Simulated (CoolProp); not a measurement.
A single-stage vapour-compression cycle with the fluid: evaporating at 325.15 K (dew point), condensing at 356.15 K (bubble point), superheat 2 K, subcooling 8 K, compressor efficiency 0.8, no pressure losses. The same conditions are run with several fluids, on thermodynamics alone (safety and materials aside).

Computed with CoolProp (reference Helmholtz-energy equation of state of each fluid (isobutene: Lemmon 2005; n-pentane: Thol 2019; c-C4F8 (RC318): Platzer 1990; toluene: Lemmon 2006; R227EA: Lemmon 2016; sulfur dioxide: Gao 2016)). The equations of Platzer and Polt are older, rougher fits.

### Question
Rank isobutene, n-pentane, c-C4F8 (RC318), toluene, R227EA, sulfur dioxide by cooling COP, highest first.

### Answer
toluene (8.05), n-pentane (7.74), sulfur dioxide (7.57), isobutene (7.43), c-C4F8 (RC318) (6.71), R227EA (6.43)

```json
[
 {"fluid": "isobutene", "pressure ratio": "2.03", "discharge temperature (K)": "358.2", "refrigerating effect (kJ/kg)": "269", "volumetric capacity (kJ/m³)": "4170"},
 {"fluid": "n-pentane", "pressure ratio": "2.34", "discharge temperature (K)": "356.1", "refrigerating effect (kJ/kg)": "290", "volumetric capacity (kJ/m³)": "1390"},
 {"fluid": "c-C4F8 (RC318)", "pressure ratio": "2.10", "discharge temperature (K)": "356.1", "refrigerating effect (kJ/kg)": "64.3", "volumetric capacity (kJ/m³)": "3910"},
 {"fluid": "toluene", "pressure ratio": "3.22", "discharge temperature (K)": "362.2", "refrigerating effect (kJ/kg)": "357", "volumetric capacity (kJ/m³)": "163"},
 {"fluid": "R227EA", "pressure ratio": "2.06", "discharge temperature (K)": "356.1", "refrigerating effect (kJ/kg)": "65.5", "volumetric capacity (kJ/m³)": "5110"},
 {"fluid": "sulfur dioxide", "pressure ratio": "2.17", "discharge temperature (K)": "394.0", "refrigerating effect (kJ/kg)": "294", "volumetric capacity (kJ/m³)": "6970"}
]
```

The compression ends wet for: n-pentane; c-C4F8 (RC318); R227EA.
